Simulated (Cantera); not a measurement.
A closed system holds: 1 mol SiC, 0.57 mol H2O, 100 mol N2, 0.016 mol CO2, held at 0.470 bar.

Equilibrium computed with Cantera from the NASA thermochemical tables; the gas is ideal and each condensed phase is pure. Candidate condensed phases: C, C6H6, C7H8, C8H18, H2O, Si, SiC, SiO2, Si2N2O, Si3N4; 151 gas species. Mutual solubility and eutectic melting of coexisting phases are not modelled. The numbers say what is thermodynamically allowed, not how fast it happens. All values below are at 1998 K.

Base state: N2 0.988, H2 0.00549, CO 0.00339, SiO 0.00256, H 0.000173, HCN 0.000119, Si 4.45e-5 (mole fractions); condensed: SiC(s) + Si3N4(s).

Q: What changes in the equilibrium state with this change: H2O from 0.57 to 0.15 mol?

A: 
| species | before | after |
|---|---|---|
| N2 | 0.988 | 0.997 |
| H2 | 0.00549 | 0.00142 |
| CO | 0.00339 | 0.00104 |
| SiO | 0.00256 | 0.000776 |
| H | 0.000173 | 8.81e-5 |
| HCN | 0.000119 | 6.12e-5 |
| Si | 4.45e-5 | 4.42e-5 |
| SiC(s), mol | 0.660 | 0.905 |
| Si3N4(s), mol | 0.0245 | 0.00341 |
